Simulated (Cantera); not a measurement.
Input: 1 mol CH₃OH, 0.6 mol O₂, 0.29 mol N₂, equilibrated at 1.80 bar.

Cantera equilibrium calculation (NASA polynomials, part measured and part estimated; ideal gas, pure solids and liquids). Candidate condensed phases: C, C₆H₆, C₇H₈, C₈H₁₈, H₂O; 169 gas species. Ions and electrons are included (thermal ionisation). Equilibrium is a limit: real reactors are often held back by kinetics, nucleation or transport.

x: gas mole fraction; nothing condenses.

```
T (K)      x H     x H₂O    x H₂   x CO       x O    x N₂     x OH     x CO₂      x O₂
-----  -------  --------  ------  -----  --------  ------  -------  --------  --------
2500   0.00998     0.314   0.284  0.256   5.30e-5  0.0876  0.00229    0.0458   2.41e-5
2750    0.0266     0.307   0.273  0.256  0.000497  0.0864  0.00804    0.0421  0.000225
3000    0.0597     0.282   0.257  0.253   0.00309  0.0835   0.0217    0.0374   0.00134
3250     0.117     0.228   0.238  0.244    0.0130  0.0778   0.0444    0.0297   0.00486
3500       ___       ___     ___  0.229       ___     ___      ___       ___       ___
3750     0.310    0.0757   0.172  0.208    0.0736  0.0601   0.0714    0.0106    0.0123
4000     0.414    0.0294   0.122  0.189     0.112  0.0527   0.0586   0.00512    0.0102
4250     0.495   0.00949  0.0765  0.174     0.142  0.0479   0.0395   0.00236   0.00655
4500     0.547       ___     ___  0.165     0.160  0.0451      ___       ___       ___
4750     0.576  0.000845  0.0260  0.160     0.170  0.0432   0.0141  0.000548   0.00203
5000     0.592  0.000268  0.0153  0.158     0.175  0.0415  0.00840  0.000287   0.00112
```

Question: Fill in the missing entries.

Answer: 
- 3500, x H: 0.203
- 3500, x H₂O: 0.150
- 3500, x H₂: 0.212
- 3500, x O: 0.0368
- 3500, x N₂: 0.0693
- 3500, x OH: 0.0661
- 3500, x CO₂: 0.0195
- 3500, x O₂: 0.0100
- 4500, x H₂O: 0.00282
- 4500, x H₂: 0.0450
- 4500, x OH: 0.0240
- 4500, x CO₂: 0.00111
- 4500, x O₂: 0.00370
